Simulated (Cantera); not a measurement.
What does this Cantera script print?

```python
import numpy as np
import cantera as ct

gas = ct.Solution("gri30.yaml")
gas.TPX = 1050, 100000, {'H2': 0.42, 'O2': 1, 'N2': 15}
reactor = ct.IdealGasConstPressureReactor(gas, energy="off", clone=False)
net = ct.ReactorNet([reactor])
net.rtol, net.atol = 1e-08, 1e-18
show = ['H2', 'O2', 'NO2', 'H', 'NO', 'H2O']
times = np.geomspace(1e-05, 2, 9)

steps = ct.SolutionArray(gas, extra=["t"])
rows = []
print(f"{'t/s':>10s}{'T/K':>9s}{'P/Pa':>11s}" + "".join(f"{s:>11s}" for s in show))
for t in times:
    while net.time < t:
        t_next = net.step()
        steps.append(gas.state, t=t_next)
    rows.append([np.interp(t, steps.t, y) for y in (steps.T, steps.P, *steps(*show).X.T)])
    print(f"{t:10.3e}{rows[-1][0]:9.1f}{rows[-1][1]:11.4g}" + "".join(f"{x:11.3e}" for x in rows[-1][2:]))
rate = np.gradient(steps.T, steps.t)
print("integrator steps:", len(steps.t))
if steps.T.max() > steps.T[0] + 200:
    print(f"time of steepest temperature rise: {steps.t[rate.argmax()]:.4e} s")
gas.TPX = 1050, 100000, {'H2': 0.42, 'O2': 1, 'N2': 15}
gas.equilibrate("TP")
print(f"equilibrium (TP): T = {gas.T:.1f} K  " + "  ".join(f"{s} {gas[s].X[0]:.3e}" for s in show))
```

Output:

```
       t/s      T/K       P/Pa         H2         O2        NO2          H         NO        H2O
 1.000e-05   1050.0      1e+05  2.558e-02  6.090e-02  2.708e-32  3.511e-11  8.122e-24  7.040e-12
 4.599e-05   1050.0      1e+05  2.558e-02  6.090e-02  6.854e-29  2.378e-10  7.416e-22  3.082e-10
 2.115e-04   1050.0      1e+05  2.558e-02  6.090e-02  1.550e-22  4.161e-08  8.471e-18  1.110e-07
 9.725e-04   1050.0      1e+05  2.201e-03  4.968e-02  9.364e-10  8.072e-05  1.381e-07  2.356e-02
 4.472e-03   1050.0      1e+05  3.784e-04  4.890e-02  1.497e-08  1.020e-06  1.261e-07  2.552e-02
 2.057e-02   1050.0      1e+05  8.640e-05  4.877e-02  4.141e-08  6.769e-08  9.970e-08  2.582e-02
 9.457e-02   1050.0      1e+05  8.637e-06  4.874e-02  6.054e-08  2.446e-09  8.059e-08  2.590e-02
 4.349e-01   1050.0      1e+05  1.332e-07  4.874e-02  3.140e-08  1.915e-11  1.097e-07  2.591e-02
 2.000e+00   1050.0      1e+05  1.665e-10  4.874e-02  3.551e-09  3.659e-13  1.376e-07  2.591e-02
integrator steps: 1320
equilibrium (TP): T = 1050.0 K  H2 4.274e-11  O2 4.872e-02  NO2 5.139e-07  H 5.337e-14  NO 2.772e-05  H2O 2.591e-02
```

Cantera simulation using GRI-Mech 3.0 (53 species, 325 reactions); the numbers are that mechanism's predictions, not measurements.
